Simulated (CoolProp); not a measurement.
Octamethyltrisiloxane (MDM) at 364.31 K and 3.95 MPa is throttled through a valve to 2.4 MPa with no heat exchange. Each further row changes one setting.

Model: reference Helmholtz-energy equation of state, Thol 2017, in CoolProp.

```
case                      temperature change (K)  final density (kg/m³)
------------------------  ----------------------  ---------------------
as stated                                   +0.5                    752
outlet pressure 0.72 MPa                    +1.1                    747
outlet pressure 3.12 MPa                    +0.3                    753
```
